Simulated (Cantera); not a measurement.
A Cantera script and its output.

```python
import numpy as np
import cantera as ct

gas = ct.Solution("h2o2.yaml")
gas.TPX = 1000, 1333, {'H2': 0.35, 'O2': 1}
reactor = ct.IdealGasConstPressureReactor(gas, energy="off", clone=False)
net = ct.ReactorNet([reactor])
net.rtol, net.atol = 1e-08, 1e-18
show = ['H2', 'O2', 'HO2', 'OH', 'O']
times = np.geomspace(4e-06, 300, 15)

steps = ct.SolutionArray(gas, extra=["t"])
rows = []
print(f"{'t/s':>10s}{'T/K':>9s}{'P/Pa':>11s}" + "".join(f"{s:>11s}" for s in show))
for t in times:
    while net.time < t:
        t_next = net.step()
        steps.append(gas.state, t=t_next)
    rows.append([np.interp(t, steps.t, y) for y in (steps.T, steps.P, *steps(*show).X.T)])
    print(f"{t:10.3e}{rows[-1][0]:9.1f}{rows[-1][1]:11.4g}" + "".join(f"{x:11.3e}" for x in rows[-1][2:]))
rate = np.gradient(steps.T, steps.t)
print("integrator steps:", len(steps.t))
if steps.T.max() > steps.T[0] + 200:
    print(f"time of steepest temperature rise: {steps.t[rate.argmax()]:.4e} s")
gas.TPX = 1000, 1333, {'H2': 0.35, 'O2': 1}
gas.equilibrate("TP")
print(f"equilibrium (TP): T = {gas.T:.1f} K  " + "  ".join(f"{s} {gas[s].X[0]:.3e}" for s in show))
```

Output:

```
       t/s      T/K       P/Pa         H2         O2        HO2         OH          O
 4.000e-06   1000.0       1333  2.593e-01  7.407e-01  7.454e-12  8.095e-14  8.496e-14
 1.461e-05   1000.0       1333  2.593e-01  7.407e-01  2.723e-11  9.154e-13  1.079e-12
 5.334e-05   1000.0       1333  2.593e-01  7.407e-01  9.961e-11  7.937e-12  1.265e-11
 1.948e-04   1000.0       1333  2.593e-01  7.407e-01  3.664e-10  6.173e-11  1.421e-10
 7.113e-04   1000.0       1333  2.593e-01  7.407e-01  1.516e-09  1.981e-09  5.098e-09
 2.598e-03   1000.0       1333  2.575e-01  7.399e-01  5.217e-06  1.324e-04  3.395e-04
 9.486e-03   1000.0       1333  7.419e-03  6.797e-01  1.915e-05  3.959e-03  1.756e-02
 3.464e-02   1000.0       1333  3.723e-04  7.012e-01  9.006e-06  6.406e-04  7.406e-04
 1.265e-01   1000.0       1333  1.986e-05  7.020e-01  1.282e-06  1.492e-04  4.088e-05
 4.620e-01   1000.0       1333  1.609e-06  7.021e-01  1.798e-07  5.084e-05  4.654e-06
 1.687e+00   1000.0       1333  2.229e-07  7.021e-01  3.430e-08  2.134e-05  8.232e-07
 6.160e+00   1000.0       1333  4.411e-08  7.021e-01  7.992e-09  9.976e-06  1.809e-07
 2.250e+01   1000.0       1333  1.022e-08  7.021e-01  2.195e-09  4.912e-06  4.400e-08
 8.215e+01   1000.0       1333  2.570e-09  7.021e-01  9.419e-10  2.490e-06  1.132e-08
 3.000e+02   1000.0       1333  7.085e-10  7.021e-01  9.410e-10  1.310e-06  3.137e-09
integrator steps: 2261
equilibrium (TP): T = 1000.0 K  H2 2.709e-10  O2 7.021e-01  HO2 1.350e-09  OH 7.921e-07  O 1.149e-09
```

Computed with Cantera and the H2/O2 subset of GRI-Mech 3.0, which has no nitrogen chemistry. Radical loss at walls, strong at low pressure, is not modelled. The temperature is held fixed by assumption; the heat of reaction is taken as removed at once.
